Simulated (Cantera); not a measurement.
# HMDSO + O3 + N2 (silicon oxide and oxynitride deposition)

Feed: 1 mol HMDSO, 2.4 mol O3, 150 mol N2, equilibrated at 0.280 bar.

Cantera equilibrium calculation (NASA polynomials, part measured and part estimated; ideal gas, pure solids and liquids). Candidate condensed phases: C, C6H6, C7H8, C8H18, H2O, Si, SiC, SiO2, Si2N2O, Si3N4; 151 gas species. The feed counts by its element totals alone. Equilibrium is a limit: real reactors are often held back by kinetics, nucleation or transport.

```
T (K)   x N2    x H2    x CO     x CO2     x H2O     x CH4    x NH3  n C(graphite)  n SiO2(α-quartz)  n SiO2(β-quartz)
-----  -----  ------  ------  --------  --------  --------  -------  -------------  ----------------  ----------------
825    0.926  0.0512  0.0163   0.00334   0.00295  0.000665  7.31e-6           2.71              2.00                 0
850    0.923  0.0524  0.0193   0.00226   0.00200  0.000479  6.00e-6           2.41                 0              2.00
875    0.922  0.0533  0.0217   0.00141   0.00132  0.000347  4.93e-6           2.19                 0              2.00
900    0.921  0.0539  0.0232  0.000845  0.000851  0.000254  4.07e-6           2.03                 0              2.00
925    0.920  0.0543  0.0242  0.000494  0.000548  0.000187  3.38e-6           1.94                 0              2.00
950    0.920  0.0546  0.0248  0.000289  0.000354  0.000140  2.82e-6           1.88                 0              2.00
975    0.920  0.0547  0.0252  0.000170  0.000232  0.000105  2.37e-6           1.85                 0              2.00
1000   0.919  0.0548  0.0254  0.000102  0.000154   8.04e-5  2.01e-6           1.83                 0              2.00
1025   0.919  0.0549  0.0255   6.27e-5  0.000104   6.21e-5  1.71e-6           1.82                 0              2.00
1050   0.919  0.0550  0.0256   3.92e-5   7.15e-5   4.85e-5  1.47e-6           1.81                 0              2.00
1075   0.919  0.0550  0.0256   2.50e-5   4.99e-5   3.82e-5  1.27e-6           1.81                 0              2.00
1100   0.919  0.0551  0.0257   1.63e-5   3.54e-5   3.05e-5  1.10e-6           1.80                 0              2.00
1125   0.919  0.0551  0.0257   1.08e-5   2.55e-5   2.45e-5  9.63e-7           1.80                 0              2.00
```
x: gas mole fraction; n: condensed amount in mol.

At 825 K the condensed part is C(graphite) + SiO2(α-quartz). From 850 K to 1125 K the condensed part is C(graphite) + SiO2(β-quartz).
